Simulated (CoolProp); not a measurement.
Aqueous potassium carbonate as a coolant, at 14 °C, 1 atm.

Computed with CoolProp (Melinder's fits for secondary coolants).

```csv
mass %,freezing point (°C),Prandtl number,viscosity (mPa s),cp (kJ/(kg K)),conductivity (W/(m K))
3.3,-1.0,8.49,1.25,3.984,0.585
6.4,-2.2,8.80,1.34,3.834,0.582
9.5,-3.4,9.21,1.44,3.704,___
12.6,___,___,___,3.583,0.576
15.8,-6.3,10.3,1.71,3.460,0.573
18.9,-8.1,11.1,1.88,3.342,0.570
22,-10.2,11.9,2.09,___,0.567
25.1,-12.9,13.0,___,3.111,0.564
28.2,-16.3,___,2.69,3.005,0.561
31.3,-20.5,16.3,3.11,___,0.558
```

Task: Some entries are withheld; supply them.

Result: 
- 9.5, conductivity (W/(m K)): 0.579
- 12.6, freezing point (°C): -4.7
- 12.6, Prandtl number: 9.72
- 12.6, viscosity (mPa s): 1.56
- 22, cp (kJ/(kg K)): 3.224
- 25.1, viscosity (mPa s): 2.36
- 28.2, Prandtl number: 14.4
- 31.3, cp (kJ/(kg K)): 2.910
